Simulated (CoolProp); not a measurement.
Model: reference Helmholtz-energy equation of state, Thol 2017, in CoolProp.

### Question
For octamethyltrisiloxane (MDM), give the phase and the density (kg/m³), Joule-Thomson coefficient (K/MPa) at 368.5 K and 1840 kPa; 448.7 K and 1840 kPa.

### Answer
- 368.5 K and 1840 kPa: liquid; density 746, Joule-Thomson coefficient -0.328
- 448.7 K and 1840 kPa: liquid; density 655, Joule-Thomson coefficient -0.0929
